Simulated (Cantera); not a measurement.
Input: 1 mol Si2Cl6, 0.75 mol Cl2, 350 mol H2, 0.17 mol HCl, held at 1575 K and 1 atm.

Method: chemical equilibrium by Gibbs-energy minimisation in Cantera with the NASA 1993 tables (ideal gas, pure condensed phases). Candidate condensed phases: Si; 19 gas species. The feed counts by its element totals alone. The tables' values for SiCl3 are old estimates; treat these amounts as uncertain. Rates play no part.

Base state: H2 0.980, HCl 0.0189, SiCl2 0.00124, H 4.09e-5, SiCl3 3.77e-5, SiH2Cl2 2.35e-5, SiHCl3 2.06e-5 (mole fractions); condensed: Si(s).

**Question.** What changes in the equilibrium state with this change: temperature from 1575 K to 848.15 K?

**Answer.** 
```csv
species,before,after
H2,0.980,0.992
SiCl4,2.99e-6,0.00300
SiHCl3,2.06e-5,0.00250
HCl,0.0189,0.00194
H,4.09e-5,<1e-9
SiCl2,0.00124,4.47e-7
SiCl3,3.77e-5,4.31e-6
"Si(s), mol",1.53,0
```

**Question.** What changes in the equilibrium state with this change: temperature from 1575 K to 1248 K?

**Answer.** 
```
species      before     after
----------  -------  --------
H2            0.980     0.982
HCl          0.0189    0.0156
SiHCl3      2.06e-5  0.000792
SiCl4       2.99e-6  0.000358
H           4.09e-5   4.60e-7
Si(s), mol     1.53      1.22
```
